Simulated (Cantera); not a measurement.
Charge: 1 mol B2O3, 1.2 mol N2, equilibrated at 775 K and 0.0440 bar.

Method: chemical equilibrium by Gibbs-energy minimisation in Cantera with the NASA 1993 tables (ideal gas, pure condensed phases). Candidate condensed phases: B, BN, B2O3; 17 gas species. Kinetics and transport are ignored.

Base state: N2 1.00 (mole fractions); condensed: B2O3(l).

Q: What changes in the equilibrium state with this change: 0.22 mol NH3 added?

A: 
```csv
species,before,after
N2,1.00,0.799
H2,0,0.201
H2O,0,0.000664
NH3,0,1.37e-5
"B2O3(l), mol",1.00,1.000
"BN(s), mol",0,0.000727
```
Further candidate phases: B3O3H3, H2O.
